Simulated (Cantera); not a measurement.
Charge: 1 mol B2O3, 6.6 mol F2, 0.65 mol O2, equilibrated at 525 °C and 0.260 bar.

Equilibrium computed with Cantera from the NASA thermochemical tables; the gas is ideal and each condensed phase is pure. Candidate condensed phases: B, B2O3; 21 gas species. Kinetics and transport are ignored.

Base state: F2 0.457, O2 0.276, BF3 0.257, F 0.0107, FO2 4.93e-5 (mole fractions); condensed: gas only.

Problem. What changes in the equilibrium state with this change: temperature from 525 °C to 950 °C?

Solution. 
| species | before | after |
|---|---|---|
| F | 0.0107 | 0.442 |
| O2 | 0.276 | 0.216 |
| BF3 | 0.257 | 0.201 |
| F2 | 0.457 | 0.141 |
| FO | 1.28e-7 | 1.92e-5 |
| FO2 | 4.93e-5 | 4.33e-5 |

Problem. What changes in the equilibrium state with this change: temperature from 525 °C to 1500 °C?

Solution. 
| species | before | after |
|---|---|---|
| F | 0.0107 | 0.632 |
| O2 | 0.276 | 0.190 |
| BF3 | 0.257 | 0.177 |
| F2 | 0.457 | 0.00177 |
| O | <1e-9 | 8.02e-5 |
| FO | 1.28e-7 | 5.69e-5 |
